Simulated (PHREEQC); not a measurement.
Dissolve 0.006 mol HF, 5.5e-05 mol CsF, 0.023 mol (NH4)2SiF6 and 0.0014 mol HCl per kg of water at 20 °C. Closed to the air; pH follows from the charge balance.

Equilibrium calculation in PHREEQC: ion-association model, wateq4f.dat.

Precipitation was switched off in this run.

Question: Estimate the pH, ionic strength.

Answer: pH 2.60; ionic strength 0.0720 mol/kgw.

Question: In which forms is F present?

Answer: SiF6-2 96 %, HF 3.0 %, F- 1.1 % of the F.

SiF6-2 is the database's only silicon fluoride.
